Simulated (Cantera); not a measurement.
A closed system holds: 1 mol CH4, 0.96 mol O2, 0.46 mol H2, at 10.0 mbar.

Equilibrium computed with Cantera from the NASA thermochemical tables; the gas is ideal and each condensed phase is pure. Candidate condensed phases: C, C6H6, C7H8, C8H18, H2O; 110 gas species. Equilibrium is a limit: real reactors are often held back by kinetics, nucleation or transport. All values below are at 1850 K.

Base state: H2 0.474, CO 0.257, H2O 0.234, CO2 0.0315, H 0.00371, OH 0.000135 (mole fractions); condensed: gas only.

### Question
What changes in the equilibrium state with this change: O2 from 0.96 to 0.014 mol?

### Answer
```tsv
species	before	after
H2	0.474	0.983
CO	0.257	0.0112
H	0.00371	0.00534
H2O	0.234	2.47e-8
CO2	0.0315	<1e-9
C2H2 (acetylene)	<1e-9	0.000257
OH	0.000135	<1e-9
C(graphite), mol	0	0.971
```
